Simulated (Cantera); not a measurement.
A closed system holds: 1 mol MgCO3, 0.039 mol C, 3 mol H2O, equilibrated at 0.570 bar.

Equilibrium computed with Cantera from the NASA thermochemical tables; the gas is ideal and each condensed phase is pure. Candidate condensed phases: C, C6H6, C7H8, C8H18, H2O, Mg, MgCO3, MgO, Mg(OH)2; 116 gas species. Rates play no part. All values below are at 2098 K.

Base state: H2O 0.727, CO2 0.239, CO 0.0166, H2 0.0102, OH 0.00347, O2 0.00302, H 0.000412, O 9.98e-5 (mole fractions); condensed: MgO(s).

Task: What changes in the equilibrium state with this change: 0.057 mol CH4 added?

Result: 
```
species       before     after
-----------  -------  --------
H2O            0.727     0.707
CO2            0.239     0.215
CO            0.0166    0.0444
H2            0.0102    0.0295
Mg(OH)2      6.03e-5   5.87e-5
O2           0.00302  0.000344
O            9.98e-5   3.37e-5
MgO(s), mol    1.000     1.000
```
